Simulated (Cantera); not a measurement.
## Equilibrium for thermal oxidation and active oxidation of silicon: Si + H2O + H2

Charge: 1 mol Si, 0.12 mol H2O, 610 mol H2, equilibrated at 4.20 mbar.

Equilibrium computed with Cantera from the NASA thermochemical tables; the gas is ideal and each condensed phase is pure. Candidate condensed phases: H2O, Si, SiO2; 18 gas species. Gases not in the tables: Si2H6 and higher silanes. The numbers say what is thermodynamically allowed, not how fast it happens.

From 1498 K to 1648 K the condensed part is Si(s). From 1723 K to 1798 K the condensed part is Si(l). From 1873 K to 2248 K nothing is condensed. The main Si-bearing gas is SiO at 1498 K and Si at 2248 K.

```
T (K)   x H2       x H      x Si     x SiO  n Si(s)  n Si(l)
-----  -----  --------  --------  --------  -------  -------
1498   1.000  0.000265   2.39e-6  0.000197    0.877        0
1573   0.999  0.000627   1.31e-5  0.000197    0.868        0
1648   0.998   0.00137   6.13e-5  0.000196    0.833        0
1723   0.997   0.00281  0.000234  0.000196        0    0.711
1798   0.994   0.00542  0.000734  0.000196        0    0.372
1873   0.988   0.00990   0.00131  0.000195        0        0
1948   0.981    0.0173   0.00134  0.000195        0        0
2023   0.970    0.0289   0.00135  0.000194        0        0
2098   0.952    0.0463   0.00135  0.000192        0        0
2173   0.927    0.0717   0.00134  0.000189        0        0
2248   0.891     0.107   0.00133  0.000186        0        0
```
x: gas mole fraction; n: condensed amount in mol.
